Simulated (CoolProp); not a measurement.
Vapour-liquid equilibrium of toluene (1) + n-octane (2) at 507.1 K; x and y are mole fractions of (1).

Model: multi-fluid Helmholtz-energy mixture model, Lemmon 2006 and Beckmüller 2019; pair parameters Bell 2016, in CoolProp.

```json
[
 {"x": "0.05", "bubble pressure (MPa)": "1.023", "y at the bubble point": "0.065", "dew pressure at overall composition x (MPa)": "1.017", "liquid density (mol/L)": "4.308"},
 {"x": "0.2", "bubble pressure (MPa)": "1.093", "y at the bubble point": "0.244", "dew pressure at overall composition x (MPa)": "1.075", "liquid density (mol/L)": "(withheld)"},
 {"x": "0.35", "bubble pressure (MPa)": "1.155", "y at the bubble point": "0.404", "dew pressure at overall composition x (MPa)": "1.134", "liquid density (mol/L)": "(withheld)"},
 {"x": "0.5", "bubble pressure (MPa)": "(withheld)", "y at the bubble point": "(withheld)", "dew pressure at overall composition x (MPa)": "1.191", "liquid density (mol/L)": "(withheld)"},
 {"x": "0.65", "bubble pressure (MPa)": "1.252", "y at the bubble point": "0.685", "dew pressure at overall composition x (MPa)": "(withheld)", "liquid density (mol/L)": "5.608"},
 {"x": "0.8", "bubble pressure (MPa)": "1.286", "y at the bubble point": "0.818", "dew pressure at overall composition x (MPa)": "1.282", "liquid density (mol/L)": "6.069"},
 {"x": "0.95", "bubble pressure (MPa)": "1.310", "y at the bubble point": "0.953", "dew pressure at overall composition x (MPa)": "1.309", "liquid density (mol/L)": "6.607"}
]
```

Problem. Fill in the missing entries.

Solution. 
- 0.2, liquid density (mol/L): 4.570
- 0.35, liquid density (mol/L): 4.868
- 0.5, bubble pressure (MPa): 1.208
- 0.5, y at the bubble point: 0.549
- 0.5, liquid density (mol/L): 5.211
- 0.65, dew pressure at overall composition x (MPa): 1.242

No azeotrope shows between x = 0.05 and 0.95.

Pair parameters are fitted to limited data, so mixtures are less certain than the pure fluids.
